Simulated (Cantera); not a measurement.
# Abatement and gas-phase synthesis: N₂O + H₂

Charge: 1 mol N₂O, 0.4 mol H₂, held at 8250 Torr.

Cantera equilibrium calculation (NASA polynomials, part measured and part estimated; ideal gas, pure solids and liquids). Candidate condensed phases: H₂O; 47 gas species. Ions and electrons are included (thermal ionisation). The numbers say what is thermodynamically allowed, not how fast it happens.

| T (K) | x N₂ | x O | x H | x H₂O | x O₂ | x OH | x NO | x H₂ |
|---|---|---|---|---|---|---|---|---|
| 2000 | 0.585 | 8.39e-5 | 3.43e-6 | 0.234 | 0.173 | 0.00164 | 0.00599 | 4.90e-5 |
| 2500 | 0.577 | 0.00177 | 0.000241 | 0.227 | 0.164 | 0.0113 | 0.0174 | 0.00101 |
| 3000 | 0.558 | 0.0130 | 0.00403 | 0.202 | 0.144 | 0.0377 | 0.0333 | 0.00718 |
| 3500 | 0.519 | 0.0502 | 0.0276 | 0.142 | 0.114 | 0.0750 | 0.0480 | 0.0240 |
| 4000 | 0.458 | 0.124 | 0.0944 | 0.0631 | 0.0765 | 0.0903 | 0.0544 | 0.0386 |
| 4500 | 0.400 | 0.214 | 0.182 | 0.0157 | 0.0405 | 0.0655 | 0.0498 | 0.0306 |
| 5000 | 0.366 | 0.278 | 0.241 | 0.00264 | 0.0174 | 0.0333 | 0.0395 | 0.0155 |
x: gas mole fraction; nothing condenses.

From 2000 K to 5000 K nothing is condensed.
